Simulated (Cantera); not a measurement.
Feed: 1 mol Si, 0.36 mol N2O, 47 mol H2, at 1330 Pa.

Cantera equilibrium calculation (NASA polynomials, part measured and part estimated; ideal gas, pure solids and liquids). Candidate condensed phases: H2O, Si, SiO2, Si2N2O, Si3N4; 35 gas species. Mutual solubility and eutectic melting of coexisting phases are not modelled. Gases not in the tables: Si2H6 and higher silanes. The numbers say what is thermodynamically allowed, not how fast it happens.

Problem. What share of the Si ends up in condensed phases as a function of T (K), at 1423, 1473, 1523, 1573, 1623, 1673, 1723, 1773, 1823, 1873, 1923, 1973, 2023?

Solution. 
```
T (K)  Si condensed (%)                 as
-----  ----------------  -----------------
1423               99.6  Si(s) + Si2N2O(s)
1473               98.8  Si(s) + Si2N2O(s)
1523               96.3  Si(s) + Si2N2O(s)
1573               89.5  Si(s) + Si2N2O(s)
1623               72.2  Si(s) + Si2N2O(s)
1673               63.8              Si(s)
1723               63.5              Si(l)
1773               63.0              Si(l)
1823               62.0              Si(l)
1873               60.2              Si(l)
1923               56.8              Si(l)
1973               50.8              Si(l)
2023               40.5              Si(l)
```
